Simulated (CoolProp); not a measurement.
Vapour-liquid equilibrium of n-heptane (1) + m-xylene (2) at 450.6 K; x and y are mole fractions of (1).

Computed with CoolProp (multi-fluid Helmholtz-energy mixture model, Span 2003 and Zhou 2012; pair parameters Bell 2016).

```
x     bubble pressure (bar)  y at the bubble point  dew pressure at overall composition x (bar)  liquid density (mol/L)
----  ---------------------  ---------------------  -------------------------------------------  ----------------------
0.05                  2.824                  0.128                                        2.662                   6.657
0.15                  3.297                  0.316                                        2.873                   6.498
0.25                  3.729                  0.452                                        3.116                   6.343
0.35                  4.132                  0.559                                        3.396                   6.191
0.45                  4.514                  0.646                                        3.721                   6.042
0.55                  4.884                    [?]                                        4.097                   5.896
0.65                    [?]                  0.791                                        4.531                   5.752
0.75                  5.608                  0.855                                        5.025                   5.612
0.85                  5.971                  0.915                                          [?]                   5.473
0.95                  6.339                  0.972                                        6.196                   5.336
```

### Question
Some entries are withheld; supply them.

### Answer

- 0.55, y at the bubble point: 0.723
- 0.65, bubble pressure (bar): 5.247
- 0.85, dew pressure at overall composition x (bar): 5.580

No azeotrope shows between x = 0.05 and 0.95.

Pair parameters are fitted to limited data, so mixtures are less certain than the pure fluids.
